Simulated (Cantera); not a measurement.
Charge: 1 mol Si, 23 mol HBr, 40 mol H2, equilibrated at 0.00133 bar.

These are equilibrium values from Cantera (NASA tables, ideal gas, pure condensed phases), not measurements of a reactor. Candidate condensed phases: Br2, Si; 19 gas species. The tables' values for SiBr3 are old estimates; treat these amounts as uncertain. Rates play no part. All values below are at 927 °C.

Base state: H2 0.657, HBr 0.326, SiBr2 0.0117, SiBr4 0.00337, Br 0.000900, SiBr3 0.000760, SiHBr3 0.000111 (mole fractions); condensed: gas only.

Problem. What changes in the equilibrium state with this change: pressure from 0.00133 bar to 1.00 bar?

Solution. 
```csv
species,before,after
H2,0.657,0.677
HBr,0.326,0.307
SiBr4,0.00337,0.0153
SiBr2,0.0117,8.22e-5
Br,0.000900,3.05e-5
SiBr3,0.000760,0.000136
SiHBr3,0.000111,0.000553
```
